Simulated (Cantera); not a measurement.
A perfectly stirred reactor is fed with CH4 : O2 : N2 = 1 : 3.85 : 14.5 (molar parts), equivalence ratio 0.52, at 0.987 atm; it is adiabatic with a 675 K inlet, and is followed from long to short residence time, starting on the burning branch (τ in s: 0.39, 0.11, 0.033, 0.0098, 0.0029, 0.00084, 0.00024, 7.2e-05, 2.1e-05, 6.1e-06).

Model: GRI-Mech 3.0 (53 species, 325 reactions), integrated in Cantera.

Problem. Predict: blow-out, bracketed by the residence times tried; x(CH4) at τ = 0.390 s; x(O2) at τ = 0.390 s; x(NO) at τ = 0.390 s; x(O) at τ = 0.390 s; x(HCN) at τ = 0.390 s; x(CH4) at τ = 0.840 ms; x(O2) at τ = 0.840 ms; x(NO) at τ = 0.840 ms; x(O) at τ = 0.840 ms; x(HCN) at τ = 0.840 ms.

Solution. 
```json
{
 "blow_out_bracketed_by_the_residence_times_tried": "burning at 0.240 ms, out at 72.0 µs",
 "x(CH4) at τ = 0.390 s": "3.35e-6",
 "x(O2) at τ = 0.390 s": "0.0954",
 "x(NO) at τ = 0.390 s": "3.70e-5",
 "x(O) at τ = 0.390 s": "8.23e-5",
 "x(HCN) at τ = 0.390 s": "3.81e-9",
 "x(CH4) at τ = 0.840 ms": "0.000209",
 "x(O2) at τ = 0.840 ms": "0.0973",
 "x(NO) at τ = 0.840 ms": "6.18e-6",
 "x(O) at τ = 0.840 ms": "0.00240",
 "x(HCN) at τ = 0.840 ms": "2.73e-8"
}
```
